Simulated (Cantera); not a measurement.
What does this Cantera script print?

```python
import numpy as np
import cantera as ct

gas = ct.Solution("gri30.yaml")
gas.TPX = 1223, 140000, {'CH4': 1, 'CO': 0.58, 'O2': 5.72, 'N2': 21.5, 'H2O': 1.2}
reactor = ct.IdealGasReactor(gas, energy="on", clone=False)
net = ct.ReactorNet([reactor])
net.rtol, net.atol = 1e-08, 1e-16
show = ['CH4', 'CO', 'O2', 'H2O2', 'H2', 'C2H']
times = np.geomspace(1e-06, 4, 10)

steps = ct.SolutionArray(gas, extra=["t"])
rows = []
print(f"{'t/s':>10s}{'T/K':>9s}{'P/Pa':>11s}" + "".join(f"{s:>11s}" for s in show))
for t in times:
    while net.time < t:
        t_next = net.step()
        steps.append(gas.state, t=t_next)
    rows.append([np.interp(t, steps.t, y) for y in (steps.T, steps.P, *steps(*show).X.T)])
    print(f"{t:10.3e}{rows[-1][0]:9.1f}{rows[-1][1]:11.4g}" + "".join(f"{x:11.3e}" for x in rows[-1][2:]))
rate = np.gradient(steps.T, steps.t)
print("integrator steps:", len(steps.t))
if steps.T.max() > steps.T[0] + 200:
    print(f"time of steepest temperature rise: {steps.t[rate.argmax()]:.4e} s")
gas.TPX = 1223, 140000, {'CH4': 1, 'CO': 0.58, 'O2': 5.72, 'N2': 21.5, 'H2O': 1.2}
gas.equilibrate("UV")
print(f"equilibrium (UV): T = {gas.T:.1f} K  " + "  ".join(f"{s} {gas[s].X[0]:.3e}" for s in show))
```

It prints:

```
       t/s      T/K       P/Pa        CH4         CO         O2       H2O2         H2        C2H
 1.000e-06   1223.0    1.4e+05  3.333e-02  1.933e-02  1.907e-01  1.272e-13  1.724e-12  1.268e-34
 5.415e-06   1223.0    1.4e+05  3.333e-02  1.933e-02  1.907e-01  3.663e-12  3.865e-11  2.259e-32
 2.932e-05   1223.0    1.4e+05  3.333e-02  1.933e-02  1.907e-01  9.782e-11  4.408e-10  1.454e-30
 1.587e-04   1223.0    1.4e+05  3.333e-02  1.933e-02  1.907e-01  1.754e-09  5.773e-09  7.848e-28
 8.595e-04   1223.0    1.4e+05  3.333e-02  1.933e-02  1.907e-01  9.667e-09  1.830e-07  1.187e-23
 4.654e-03   1224.0  1.401e+05  3.320e-02  1.932e-02  1.906e-01  5.447e-08  9.796e-06  4.425e-19
 2.520e-02   2259.1  2.567e+05  1.251e-20  8.694e-04  1.138e-01  2.258e-07  3.196e-04  1.166e-27
 1.364e-01   2243.7  2.549e+05  9.812e-21  8.004e-04  1.107e-01  2.135e-07  2.970e-04  7.065e-28
 7.388e-01   2238.1  2.542e+05  8.956e-21  7.765e-04  1.096e-01  2.092e-07  2.891e-04  5.862e-28
 4.000e+00   2238.1  2.542e+05  8.955e-21  7.764e-04  1.096e-01  2.092e-07  2.891e-04  5.862e-28
integrator steps: 2042
time of steepest temperature rise: 1.5590e-02 s
equilibrium (UV): T = 2238.1 K  CH4 1.390e-20  CO 7.764e-04  O2 1.096e-01  H2O2 2.092e-07  H2 2.891e-04  C2H 6.609e-28
```

Cantera simulation using GRI-Mech 3.0 (53 species, 325 reactions); the numbers are that mechanism's predictions, not measurements.
